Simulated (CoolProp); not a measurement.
Vapour-liquid equilibrium of R22 (1) + R152A (2) at 320 K; x and y are mole fractions of (1).

The numbers come from the multi-fluid Helmholtz-energy mixture model, Kamei 1995 and Outcalt 1996; pair parameters Bell 2016 in CoolProp.

Give the bubble pressure and the first vapour's composition at x = 0.05, 0.15, 0.65. Is there an azeotrope?

x = 0.05: 1.113 MPa, y = 0.067; x = 0.15: 1.166 MPa, y = 0.195; x = 0.65: 1.496 MPa, y = 0.732. No azeotrope shows between x = 0.05 and 0.95.

Pair parameters are fitted to limited data, so mixtures are less certain than the pure fluids.
